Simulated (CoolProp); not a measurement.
Saturation properties of hexamethyldisiloxane (MM).

Computed with CoolProp (reference Helmholtz-energy equation of state, Thol 2016).

```csv
T (°C),p (bar),liquid density (kg/m³),enthalpy of vaporisation (kJ/kg),liquid cp (kJ/(kg K)),vapour Z,surface tension (mN/m)
-39.35,0.0006707,825.8,258.1,1.761,0.9997,21.4
-2.25,0.01175,787.9,241.1,1.833,0.9975,17.9
34.85,0.09008,___,224.4,1.926,___,___
71.95,0.4065,708.3,207.1,2.029,0.9667,11.4
109.05,1.290,664.4,188.1,2.143,0.9248,8.38
146.25,3.228,615.0,166.0,2.271,0.8562,5.59
183.35,___,555.8,138.2,2.443,___,3.08
220.45,12.96,472.5,97.16,2.861,0.5894,0.974
```

Task: Some entries are withheld; supply them.

Result: 
- 34.85, liquid density (kg/m³): 749.1
- 34.85, vapour Z: 0.9887
- 34.85, surface tension (mN/m): 14.6
- 183.35, p (bar): 6.835
- 183.35, vapour Z: 0.7521

It boils at 100.5 °C under 1 atm.

Surface tension comes from a separate correlation (Mulero 2014), older than this fluid's equation and unchecked against measurements.
